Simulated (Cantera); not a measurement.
Cantera run:

```python
import numpy as np
import cantera as ct

gas_names = """
    O2
""".split()
cond_names = """
    Pb(cr) Pb(L) PbO(rd) PbO(yw) PbO(L) Mg(cr) Mg(L) MgO(s) MgO(L) Ca(a) Ca(b) Ca(L) CaO(s) CaO(L) Ti(a)
    Ti(b) Ti(L) Ti2O3(a) Ti2O3(b) Ti2O3(L)
""".split()


# ... load() reads the species with a 1 bar reference pressure and builds the phases ...
species = {s.name: s for s in load("nasa_gas.yaml", gas_names) + load("nasa_condensed.yaml", cond_names)}
# Each term lists the table entries of one substance; the one whose range holds T is used.
reactions = {
    '2 Pb + O2(g) = 2 PbO':
        [(-2, ['Pb(cr)', 'Pb(L)']), (-1, ['O2']), (2, ['PbO(rd)', 'PbO(yw)', 'PbO(L)'])],
    '2 Mg + O2(g) = 2 MgO':
        [(-2, ['Mg(cr)', 'Mg(L)']), (-1, ['O2']), (2, ['MgO(s)', 'MgO(L)'])],
    '2 Ca + O2(g) = 2 CaO':
        [(-2, ['Ca(a)', 'Ca(b)', 'Ca(L)']), (-1, ['O2']), (2, ['CaO(s)', 'CaO(L)'])],
    '1.333 Ti + O2(g) = 0.6667 Ti2O3':
        [(-1.3333333333333333, ['Ti(a)', 'Ti(b)', 'Ti(L)']), (-1, ['O2']), (0.6666666666666666, ['Ti2O3(a)', 'Ti2O3(b)', 'Ti2O3(L)'])],
}


def pick(names, T):
    return next(species[n] for n in names if species[n].thermo.min_temp <= T <= species[n].thermo.max_temp)


results = []
for label, terms in reactions.items():
    print(label)
    print("     T/K   dH/kJ  dS/(J/K)   dG/kJ   log10 K")
    for T in [773, 873, 973, 1073, 1173, 1273]:
        used = [(nu, pick(names, T)) for nu, names in terms]
        dH = sum(nu * s.thermo.h(T) for nu, s in used) / 1e6
        dS = sum(nu * s.thermo.s(T) for nu, s in used) / 1e3
        dG = dH - T * dS / 1e3
        logK = -dG * 1e6 / (ct.gas_constant * T * np.log(10))
        results.append((label, T, dH, dS, dG, logK, [s.name for _, s in used]))
        print(f"{T:8g} {dH:8.1f} {dS:8.1f} {dG:8.1f} {logK:8.2f}")
```

Result:

```
2 Pb + O2(g) = 2 PbO
     T/K   dH/kJ  dS/(J/K)   dG/kJ   log10 K
     773   -440.0   -202.1   -283.8    19.17
     873   -438.3   -200.0   -263.6    15.77
     973   -436.3   -197.9   -243.8    13.09
    1073   -434.1   -195.7   -224.1    10.91
    1173   -380.3   -149.3   -205.2     9.14
    1273   -376.7   -146.3   -190.5     7.81
2 Mg + O2(g) = 2 MgO
     T/K   dH/kJ  dS/(J/K)   dG/kJ   log10 K
     773  -1200.5   -213.0  -1035.8    69.99
     873  -1200.1   -212.5  -1014.6    60.70
     973  -1216.8   -230.7   -992.4    53.27
    1073  -1216.9   -230.7   -969.3    47.19
    1173  -1216.9   -230.7   -946.3    42.14
    1273  -1216.9   -230.7   -923.2    37.88
2 Ca + O2(g) = 2 CaO
     T/K   dH/kJ  dS/(J/K)   dG/kJ   log10 K
     773  -1268.2   -208.8  -1106.8    74.79
     873  -1267.1   -207.5  -1086.0    64.98
     973  -1266.2   -206.5  -1065.3    57.19
    1073  -1265.5   -205.8  -1044.7    50.86
    1173  -1282.6   -221.1  -1023.2    45.56
    1273  -1282.7   -221.2  -1001.1    41.08
1.333 Ti + O2(g) = 0.6667 Ti2O3
     T/K   dH/kJ  dS/(J/K)   dG/kJ   log10 K
     773  -1004.8   -177.7   -867.5    58.62
     873  -1002.7   -175.1   -849.8    50.85
     973  -1000.7   -173.0   -832.4    44.69
    1073   -999.0   -171.2   -815.2    39.69
    1173  -1002.9   -174.6   -798.1    35.54
    1273  -1000.4   -172.5   -780.7    32.04
```

Source: NASA polynomial tables (part measured, part estimated), evaluated in Cantera. Condensed species are held in their standard states even where they would react or evaporate.
